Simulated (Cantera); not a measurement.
A diamond (100) surface in a fixed gas of H2 with x(CH4) = 0.015, x(H) = 0.017, x(CH3) = 1.5e-05, 75.0 Torr; coverages are run to steady state.

Model: the Harris–Goodwin 1993 mechanism for the reconstructed diamond (100) surface, integrated in Cantera.

One state of this run: growth (µm/h) = 0.795; θ c6HH = 0.596; θ c6H* = 0.0187; θ c6*H = 0.375; θ c6** = 0.00984; θ c6HM = 0.000481. θ: site fractions in the mechanism's names (c6HH fully hydrogenated, c6H* and c6*H radical sites, c6** diradical, c6HM methylated).

Question: Which value of T (K) does it belong to?
(A) 1150
(B) 1100
(C) 1000
(D) 1400

Answer: C, 1000
